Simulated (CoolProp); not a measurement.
The fluid at 293.15 K and 0.194 MPa flows at 2.2 m/s in a round tube of 4.6 mm bore and 45 µm roughness, fully developed (64/Re and Nu = 3.66 if laminar; Colebrook and Gnielinski if turbulent). The same conditions are run with several fluids, on thermodynamics alone (safety and materials aside).

Values from CoolProp's reference Helmholtz-energy equation of state of each fluid (sulfur hexafluoride: Guder 2009; CF4 (R14): Platzer 1990; oxygen: Schmidt 1985). The equations of Platzer and Polt are older, rougher fits.

```
fluid                Reynolds number  Darcy friction factor  pressure drop (Pa/m)  heat-transfer coefficient (W/(m² K))  mass flow (kg/h)
-------------------  ---------------  ---------------------  --------------------  ------------------------------------  ----------------
sulfur hexafluoride             8030                 0.0440                   275                                   [?]              1.57
CF4 (R14)                       4190                    [?]                   180                                   [?]             0.929
oxygen                          1270                 0.0503                  67.5                                   [?]             0.336
```

Q: Complete the blanks.

A: 
- sulfur hexafluoride, heat-transfer coefficient (W/(m² K)): 97.3
- CF4 (R14), Darcy friction factor: 0.0485
- CF4 (R14), heat-transfer coefficient (W/(m² K)): 59.7
- oxygen, heat-transfer coefficient (W/(m² K)): 20.7

Transport values come from each fluid's own correlations; those of CF4 (R14) are estimates that may be off by 10 % or more.
